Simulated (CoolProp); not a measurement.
R1234ze(Z) along the isotherm 440 K: fugacity coefficient from the reference equation and from simpler models built on Tc = 423.3 K, pc = 3.531 MPa, ω = 0.327; each cubic takes its own stable root.

The numbers come from the reference Helmholtz-energy equation of state, Akasaka 2019 in CoolProp.

```json
[
 {"p (MPa)": "0.0279", "phase": "gas", "reference": "0.9974"},
 {"p (MPa)": "0.041", "phase": "gas", "reference": "0.9962"},
 {"p (MPa)": "0.0601", "phase": "gas", "reference": "0.9944"},
 {"p (MPa)": "0.0883", "phase": "gas", "reference": "0.9918"},
 {"p (MPa)": "0.13", "phase": "gas", "reference": "0.9880"},
 {"p (MPa)": "0.19", "phase": "gas", "reference": "0.9825"},
 {"p (MPa)": "0.279", "phase": "gas", "reference": "0.9743"},
 {"p (MPa)": "0.41", "phase": "gas", "reference": "0.9624"},
 {"p (MPa)": "0.601", "phase": "gas", "reference": "0.9450"},
 {"p (MPa)": "0.883", "phase": "gas", "reference": "0.9197"},
 {"p (MPa)": "1.3", "phase": "gas", "reference": "0.8828"},
 {"p (MPa)": "1.9", "phase": "gas", "reference": "0.8306"},
 {"p (MPa)": "2.79", "phase": "gas", "reference": "0.7549"},
 {"p (MPa)": "4.1", "phase": "supercritical", "reference": "0.6445"},
 {"p (MPa)": "6.01", "phase": "supercritical", "reference": "0.4951"},
 {"p (MPa)": "8.83", "phase": "supercritical", "reference": "0.3791"}
]
```

Q: How far does each simpler model (van der Waals, Soave-Redlich-Kwong, Peng-Robinson) lie from the reference over these 16 states: mean and median of the absolute difference, and the worst?

A: 
- van der Waals: mean 2.5 %, median 0.8 %, worst +13.8 % at 440 K and 8.83 MPa
- Soave-Redlich-Kwong: mean 1.9 %, median 0.4 %, worst +10.7 % at 440 K and 8.83 MPa
- Peng-Robinson: mean 0.4 %, median 0.1 %, worst +4.0 % at 440 K and 8.83 MPa
